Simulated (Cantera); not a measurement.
A closed system holds: 1 mol Fe₂O₃, 1.5 mol H₂O, 5.7 mol H₂, held at 1575 K and 0.100 bar.

Cantera equilibrium calculation (NASA polynomials, part measured and part estimated; ideal gas, pure solids and liquids). Candidate condensed phases: Fe, FeO, Fe(OH)₂, Fe(OH)₃, Fe₂O₃, Fe₃O₄, H₂O; 12 gas species. The tables' stoichiometric FeO is somewhat more stable than real wüstite, so its field is too wide. FeO: taken at fixed stoichiometry. Rates play no part.

Base state: H₂ 0.653, H₂O 0.347, H 0.000106, Fe(OH)₂ 1.07e-5 (mole fractions); condensed: FeO(s).

What changes in the equilibrium state with this change: H₂ from 5.7 to 0.29 mol?


| species | before | after |
|---|---|---|
| H₂O | 0.347 | 0.988 |
| O₂ | <1e-9 | 0.0119 |
| OH | 2.05e-6 | 0.000397 |
| H₂ | 0.653 | 0.000141 |
| Fe(OH)₂ | 1.07e-5 | 6.16e-6 |
| H | 0.000106 | 1.56e-6 |
| FeO(s), mol | 2.00 | 0 |
| Fe₃O₄(s), mol | 0 | 0.667 |
